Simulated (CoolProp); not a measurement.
R1233zd(E) at several states: density (kg/m³) from the reference equation and from simpler models built on Tc = 438.9 K, pc = 3583 kPa, ω = 0.304; each cubic takes its own stable root.

The numbers come from the reference Helmholtz-energy equation of state, Akasaka 2022 in CoolProp.

```
T (K)  p (kPa)   phase  reference
-----  -------  ------  ---------
408       2000     gas      117.3
194.8    18000  liquid       1507
366.5     4260  liquid       1097
219.6     19.5  liquid       1437
```

Task: How far does each simpler model (Redlich-Kwong, Peng-Robinson) lie from the reference over these 4 states: mean and median of the absolute difference, and the worst?

Result: 
- Redlich-Kwong: mean 11.9 %, median 13.0 %, worst -15.3 % at 366.5 K and 4260 kPa
- Peng-Robinson: mean 0.4 %, median 0.4 %, worst -0.9 % at 194.8 K and 18000 kPa
